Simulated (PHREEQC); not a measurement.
A solution holds 0.14 mol MgCl2, 0.0025 mol CO2 and 0.089 mol MgSO4 per kg of water, at 88 °C. Closed to the air; pH follows from the charge balance.

Computed with PHREEQC (ion-association model, phreeqc.dat).

```json
[
 {"quantity": "pH", "before": "4.49", "after": "4.80"},
 {"quantity": "ionic strength (mol/kgw)", "before": "0.476", "after": "0.0994"},
 {"quantity": "Mg+2 (mol/kgw)", "before": "0.154", "after": "0.0249"},
 {"quantity": "MgSO4 (mol/kgw)", "before": "0.0749", "after": "0.0641"},
 {"quantity": "SO4-2 (mol/kgw)", "before": "0.0141", "after": "0.0248"},
 {"quantity": "CO2 (mol/kgw)", "before": "0.00240", "after": "0.00239"}
]
```

### Question
Name the change that produced these shifts.
(A) MgCl2 left out
(B) temperature from 88 to 5 °C
(C) temperature from 88 to 55 °C
(D) MgCl2 replaced by CuCl2 at the same molality
(E) CO2 from 0.0025 to 0.00375 mol/kgw

### Answer
A, MgCl2 left out

Precipitation was switched off in this run. At this temperature some constants are extrapolated from 25 °C, and those without enthalpy data are left unchanged.
